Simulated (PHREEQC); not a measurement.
A made-up water analysis in mg/L, 25 °C, pH 1.96, pe 11: Na 39.9; K 6.68; Ca 128; Mg 28.5; Cl 121; S(6) as SO4 1410; F 4.19; Cu(2) 12.5; Sr 0.493.

Valence states are taken as typed.

Equilibrium calculation in PHREEQC: ion-association model, wateq4f.dat.

| Item | Result |
|---|---|
| ionic strength | 0.0339 mol/kgw |
| total alkalinity | -18.1 meq/kg |
| charge-balance error | -8.6 % |

```json
[
 {"species": "H+", "molality": "0.0126", "activity": "0.0110", "log γ": "-0.061"},
 {"species": "SO4-2", "molality": "0.00801", "activity": "0.00411", "log γ": "-0.290"},
 {"species": "HSO4-", "molality": "0.00519", "activity": "0.00438", "log γ": "-0.074"},
 {"species": "Cl-", "molality": "0.00342", "activity": "0.00286", "log γ": "-0.077"},
 {"species": "Ca+2", "molality": "0.00220", "activity": "0.00114", "log γ": "-0.283"},
 {"species": "Na+", "molality": "0.00170", "activity": "0.00144", "log γ": "-0.073"},
 {"species": "CaSO4", "molality": "0.000932", "activity": "0.000939", "log γ": "0.003"},
 {"species": "Mg+2", "molality": "0.000779", "activity": "0.000413", "log γ": "-0.275"},
 {"species": "MgSO4", "molality": "0.000395", "activity": "0.000398", "log γ": "0.003"},
 {"species": "HF", "molality": "0.000205", "activity": "0.000207", "log γ": "0.003"}
]
```

No solid was allowed to form.
